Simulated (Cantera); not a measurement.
**Aluminium and copper etching: Cu + F2 + N2**

A closed system holds: 1 mol Cu, a varied amount of F2, 42 mol N2, equilibrated at 900 °C and 26.0 Pa.

Cantera equilibrium calculation (NASA polynomials, part measured and part estimated; ideal gas, pure solids and liquids). Candidate condensed phases: Cu, CuF2; 11 gas species. Kinetics and transport are ignored.

| n(F2) (mol) | x N2 | x F | x CuF2 | x CuF | x Cu | x F2 | n Cu(s) |
|---|---|---|---|---|---|---|---|
| 0.35 | 0.984 | 5.28e-8 | 7.53e-5 | 0.0162 | 2.21e-5 | <1e-12 | 0.302 |
| 0.58 | 0.977 | 2.17e-6 | 0.00372 | 0.0195 | 6.46e-7 | <1e-12 | 0 |
| 0.81 | 0.977 | 1.85e-5 | 0.0144 | 0.00886 | 3.43e-8 | <1e-12 | 0 |
| 1 | 0.976 | 0.000509 | 0.0227 | 0.000509 | 7.17e-11 | 3.72e-10 | 0 |
| 1.3 | 0.963 | 0.0138 | 0.0229 | 1.89e-5 | <1e-12 | 2.73e-7 | 0 |
| 1.5 | 0.955 | 0.0227 | 0.0227 | 1.14e-5 | <1e-12 | 7.43e-7 | 0 |
| 1.7 | 0.946 | 0.0315 | 0.0225 | 8.13e-6 | <1e-12 | 1.43e-6 | 0 |
| 2 | 0.933 | 0.0444 | 0.0222 | 5.69e-6 | <1e-12 | 2.84e-6 | 0 |
| 2.2 | 0.925 | 0.0529 | 0.0220 | 4.74e-6 | <1e-12 | 4.02e-6 | 0 |
| 2.4 | 0.917 | 0.0611 | 0.0218 | 4.07e-6 | <1e-12 | 5.37e-6 | 0 |
x: gas mole fraction; n: condensed amount in mol.

At 0.35 mol F2 the condensed part is Cu(s). From 0.58 mol F2 to 2.4 mol F2 nothing is condensed. The main Cu-bearing gas is CuF at 0.35 mol F2 and CuF2 at 2.4 mol F2.
